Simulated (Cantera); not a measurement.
Standard-state values (1 bar) from the NASA 1993 polynomials, evaluated with Cantera. Values are per mole of reaction as written; species without (g) are pure solids or liquids, kept so even where they would boil at 1 bar.

OH(g) + 2 NbO2(g) ⇌ H(g) + Nb2O5

```
T (K)  ΔH° (kJ)  ΔS° (J/K)  ΔG° (kJ)  log10 K
-----  --------  ---------  --------  -------
575     -1309.3     -450.3   -1050.3    95.41
675           …          …         …        …
775     -1299.4     -435.6    -961.8    64.82
875     -1294.2     -429.3    -918.6    54.83
975           …          …         …        …
1075    -1283.4     -418.2    -833.9    40.52
1175    -1277.9     -413.3    -792.3    35.22
1275    -1272.4     -408.8    -751.2    30.77
1375    -1266.8     -404.6    -710.5    26.99
1475    -1261.2     -400.7    -670.3    23.74
1575    -1255.7     -397.0    -630.4    20.91
```

### Question
Some entries are withheld; supply them.

### Answer

- 675, ΔH° (kJ): -1304.5
- 675, ΔS° (J/K): -442.6
- 675, ΔG° (kJ): -1005.7
- 675, log10 K: 77.82
- 975, ΔH° (kJ): -1288.8
- 975, ΔS° (J/K): -423.5
- 975, ΔG° (kJ): -875.9
- 975, log10 K: 46.93
